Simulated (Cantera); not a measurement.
A freely propagating, adiabatic, planar premixed flame of 11.1 % CH4, 22.3 % O2, 62.4 % N2, 4.23 % CO2, unburnt at 473 K and 29000 Pa; mixture-averaged transport, grid criteria slope 0.08 and curve 0.16, no radiation.

Cantera simulation using GRI-Mech 3.0 (53 species, 325 reactions); the numbers are that mechanism's predictions, not measurements. Burning velocities carry a grid error of a few per cent, more on coarse grids.

Problem. Predict: laminar burning velocity; thermal thickness; peak x(OH); peak x(H2O2); peak x(CO).

Solution. 
| Property | Result |
|---|---|
| laminar burning velocity | 129 cm/s |
| thermal thickness | 0.909 mm |
| peak x(OH) | 0.0135 |
| peak x(H2O2) | 6.36e-6 |
| peak x(CO) | 0.0707 |
